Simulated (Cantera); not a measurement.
A closed system holds: 1 mol AlBr₃, 11 mol O₂, 1 mol N₂, at 1350 °C and 1.00 bar.

Equilibrium computed with Cantera from the NASA thermochemical tables; the gas is ideal and each condensed phase is pure. Candidate condensed phases: Al, AlBr₃, AlN, Al₂O₃, Br₂; 21 gas species. Equilibrium is a limit: real reactors are often held back by kinetics, nucleation or transport.

Base state: O₂ 0.754, Br 0.122, N₂ 0.0730, Br₂ 0.0495, NO 0.00123, O 1.65e-5 (mole fractions); condensed: Al₂O₃(s).

Problem. What changes in the equilibrium state with this change: AlBr₃ replaced by Al(CH₃)₃?

Solution. 
```
species         before     after
-------------  -------  --------
O₂               0.754     0.370
H₂O                  0     0.333
CO₂                  0     0.222
Br               0.122         0
Br₂             0.0495         0
N₂              0.0730    0.0736
OH                   0  0.000442
O              1.65e-5   1.16e-5
Al₂O₃(s), mol    0.500     0.500
```
The feed counts by its element totals alone. Gases not in the tables: Al(OH)₃. Further candidate phases: C, C₆H₆, C₇H₈, C₈H₁₈, H₂O.

Problem. What changes in the equilibrium state with this change: AlBr₃ replaced by AlCl₃?

Solution. 
```csv
species,before,after
O₂,0.754,0.787
Cl₂,0,0.0955
N₂,0.0730,0.0763
Br,0.122,0
Br₂,0.0495,0
Cl,0,0.0388
AlCl₃,0,6.28e-5
ClO,0,0.000732
NO,0.00123,0.00129
"Al₂O₃(s), mol",0.500,0.500
```
Further candidate phases: AlCl₃.

Problem. What changes in the equilibrium state with this change: temperature from 1350 °C to 1525 °C?

Solution. 
```
species         before     after
-------------  -------  --------
O₂               0.754     0.734
Br               0.122     0.170
N₂              0.0730    0.0706
Br₂             0.0495    0.0227
O              1.65e-5  0.000102
NO             0.00123   0.00231
NO₂            8.88e-6   1.09e-5
Al₂O₃(s), mol    0.500     0.500
```
